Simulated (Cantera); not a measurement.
# Diamond growth

A diamond (100) surface in a fixed gas of H2 with x(CH4) = 0.0027, x(CH3) = 2.1e-05, at 1325 K, 5900 Pa; coverages are run to steady state.

Computed with Cantera and the Harris–Goodwin 1993 mechanism for the reconstructed diamond (100) surface.

```json
[
 {"x(H)": "0.0001", "growth (µm/h)": "0.00515", "θ c6HH": "0.675", "θ c6H*": "0.0285", "θ c6*H": "0.293", "θ c6**": "0.00385"},
 {"x(H)": "0.00021", "growth (µm/h)": "0.0198", "θ c6HH": "0.564", "θ c6H*": "0.0379", "θ c6*H": "0.388", "θ c6**": "0.00934"},
 {"x(H)": "0.00044", "growth (µm/h)": "0.0541", "θ c6HH": "0.479", "θ c6H*": "0.0446", "θ c6*H": "0.458", "θ c6**": "0.0182"},
 {"x(H)": "0.00092", "growth (µm/h)": "0.108", "θ c6HH": "0.425", "θ c6H*": "0.0485", "θ c6*H": "0.498", "θ c6**": "0.0287"},
 {"x(H)": "0.0019", "growth (µm/h)": "0.170", "θ c6HH": "0.394", "θ c6H*": "0.0505", "θ c6*H": "0.517", "θ c6**": "0.0380"},
 {"x(H)": "0.0041", "growth (µm/h)": "0.242", "θ c6HH": "0.377", "θ c6H*": "0.0514", "θ c6*H": "0.527", "θ c6**": "0.0449"},
 {"x(H)": "0.0085", "growth (µm/h)": "0.331", "θ c6HH": "0.369", "θ c6H*": "0.0518", "θ c6*H": "0.531", "θ c6**": "0.0487"},
 {"x(H)": "0.018", "growth (µm/h)": "0.473", "θ c6HH": "0.364", "θ c6H*": "0.0521", "θ c6*H": "0.532", "θ c6**": "0.0509"},
 {"x(H)": "0.037", "growth (µm/h)": "0.682", "θ c6HH": "0.363", "θ c6H*": "0.0525", "θ c6*H": "0.533", "θ c6**": "0.0520"}
]
```
θ: site fractions in the mechanism's names (c6HH fully hydrogenated, c6H* and c6*H radical sites, c6** diradical, c6HM methylated).
